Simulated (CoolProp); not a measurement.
A simple Rankine cycle with water: condensing at 316.15 K, boiler at 0.129 MPa, turbine inlet 530 K, turbine efficiency 0.8, pump efficiency 0.6, no recuperator. Each further row changes one setting.

Model: reference Helmholtz-energy equation of state, Wagner 2002, in CoolProp.

```json
[
 {"case": "as stated", "thermal efficiency (%)": "14.0", "net work (kJ/kg)": "392", "heat in (kJ/kg)": "2810", "turbine exit temperature (K)": "324.7", "volume ratio over the turbine": "?"},
 {"case": "turbine inlet 550 K", "thermal efficiency (%)": "14.2", "net work (kJ/kg)": "405", "heat in (kJ/kg)": "2850", "turbine exit temperature (K)": "338.7", "volume ratio over the turbine": "?"},
 {"case": "condensing temperature 308.15 K", "thermal efficiency (%)": "15.5", "net work (kJ/kg)": "439", "heat in (kJ/kg)": "2840", "turbine exit temperature (K)": "308.1", "volume ratio over the turbine": "?"},
 {"case": "boiler pressure 0.0903 MPa", "thermal efficiency (%)": "12.5", "net work (kJ/kg)": "351", "heat in (kJ/kg)": "2810", "turbine exit temperature (K)": "?", "volume ratio over the turbine": "6.84"},
 {"case": "turbine efficiency 0.7", "thermal efficiency (%)": "12.2", "net work (kJ/kg)": "343", "heat in (kJ/kg)": "2810", "turbine exit temperature (K)": "350.4", "volume ratio over the turbine": "?"}
]
```

Task: Some entries are withheld; supply them.

Result: 
- as stated, volume ratio over the turbine: 9.15
- turbine inlet 550 K, volume ratio over the turbine: 9.20
- condensing temperature 308.15 K, volume ratio over the turbine: 13.3
- boiler pressure 0.0903 MPa, turbine exit temperature (K): 346.8
- turbine efficiency 0.7, volume ratio over the turbine: 9.88

The expansion ends wet for: condensing temperature 308.15 K.
